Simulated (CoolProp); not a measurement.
Vapour-liquid equilibrium of R22 (1) + n-hexane (2) at 0.824 bar; x and y are mole fractions of (1).

Computed with CoolProp (multi-fluid Helmholtz-energy mixture model, Kamei 1995 and Thol 2019; pair parameters Bell 2016).

```
x      bubble temperature (°C)  y at the bubble point  dew temperature at overall composition x (°C)  liquid density (mol/L)
-----  -----------------------  ---------------------  ---------------------------------------------  ----------------------
0.05                         …                  0.802                                           60.7                       …
0.125                     -7.2                  0.954                                           58.2                   8.476
0.2                      -19.7                  0.980                                           55.6                   8.986
0.275                    -26.7                  0.988                                           52.7                   9.473
0.35                     -31.1                  0.992                                           49.7                   9.967
0.425                    -34.1                  0.994                                           46.3                   10.48
0.5                      -36.2                  0.995                                           42.6                   11.04
0.575                    -37.8                      …                                           38.5                   11.63
0.65                     -39.1                  0.997                                           33.7                   12.28
0.725                    -40.3                  0.997                                           27.9                   12.99
0.8                      -41.5                      …                                           20.8                   13.79
0.875                    -42.7                  0.999                                           11.0                   14.68
0.95                     -44.1                  0.999                                           -5.7                   15.69
```

**Question.** Complete the blanks.

**Answer.** 
- 0.05, bubble temperature (°C): 20.6
- 0.05, liquid density (mol/L): 7.841
- 0.575, y at the bubble point: 0.996
- 0.8, y at the bubble point: 0.998

No azeotrope shows between x = 0.05 and 0.95.

Pair parameters are fitted to limited data, so mixtures are less certain than the pure fluids. With so large a gap from Raoult's law the liquid may split in two, which this calculation doesn't test in full.
